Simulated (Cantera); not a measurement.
Feed: 1 mol Al, a varied amount of HCl, 470 mol N₂, equilibrated at 923 K and 0.320 bar.

Cantera equilibrium calculation (NASA polynomials, part measured and part estimated; ideal gas, pure solids and liquids). Candidate condensed phases: Al, AlCl₃, AlN, NH₄Cl; 20 gas species. Equilibrium is a limit: real reactors are often held back by kinetics, nucleation or transport.

**Question.** What share of the Al ends up in condensed phases as a function of n(HCl) (mol), at 0.65, 1.8, 2.9, 4, 5.2, 6.3, 7.5, 8.6?

**Answer.** 
| n(HCl) (mol) | Al condensed (%) | as |
|---|---|---|
| 0.65 | 87.8 | AlN(s) |
| 1.8 | 63.5 | AlN(s) |
| 2.9 | 39.3 | AlN(s) |
| 4 | 14.5 | AlN(s) |
| 5.2 | 0.0 | - |
| 6.3 | 0.0 | - |
| 7.5 | 0.0 | - |
| 8.6 | 0.0 | - |
